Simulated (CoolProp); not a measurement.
CHF3 (R23) along the isobar 5.57 bar: Z from the reference equation and from simpler models built on Tc = 26.1 °C, pc = 48.32 bar, ω = 0.263; each cubic takes its own stable root.

The numbers come from the reference Helmholtz-energy equation of state, Penoncello 2003 in CoolProp.

```csv
T (°C),phase,reference,van der Waals,Redlich-Kwong
-127.45,liquid,0.02000,0.03581,0.02412
-108.15,liquid,0.01843,0.03283,0.02220
-88.85,liquid,0.01728,0.03069,0.02087
-69.45,liquid,0.01647,0.9083,0.02004
-50.15,liquid,0.01598,0.9268,0.9028
-30.85,gas,0.9047,0.9404,0.9243
-11.55,gas,0.9296,0.9507,0.9398
7.75,gas,0.9460,0.9587,0.9513
27.05,gas,0.9576,0.9650,0.9601
46.35,gas,0.9661,0.9701,0.9669
65.65,gas,0.9726,0.9743,0.9723
84.95,gas,0.9776,0.9777,0.9767
104.25,gas,0.9816,0.9806,0.9802
123.55,gas,0.9848,0.9830,0.9831
```

At some of these states van der Waals, Redlich-Kwong gives the other phase, because its saturation line lies elsewhere.
